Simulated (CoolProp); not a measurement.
Vapour-liquid equilibrium of dimethyl ether (1) + R236FA (2) at 2.43 bar; x and y are mole fractions of (1).

Model: multi-fluid Helmholtz-energy mixture model, Wu 2011 and Pan 2012; pair parameters Bell 2016, in CoolProp.

```csv
x,bubble temperature (°C),y at the bubble point,dew temperature at overall composition x (°C),liquid density (mol/L)
0.05,21.5,0.057,21.5,9.230
0.15,20.8,0.181,21.0,9.679
0.25,19.7,(withheld),20.3,10.16
0.35,18.0,0.460,19.3,10.69
0.45,15.6,0.601,18.1,11.27
0.55,12.6,0.728,16.5,11.89
0.65,9.1,0.832,14.6,12.57
0.75,(withheld),0.909,11.9,13.29
0.85,1.9,0.960,(withheld),14.06
0.95,-1.3,0.990,2.7,14.86
```

### Question
Fill in the missing entries.

### Answer

- 0.25, y at the bubble point: 0.317
- 0.75, bubble temperature (°C): 5.4
- 0.85, dew temperature at overall composition x (°C): 8.4

No azeotrope shows between x = 0.05 and 0.95.

Pair parameters are fitted to limited data, so mixtures are less certain than the pure fluids.
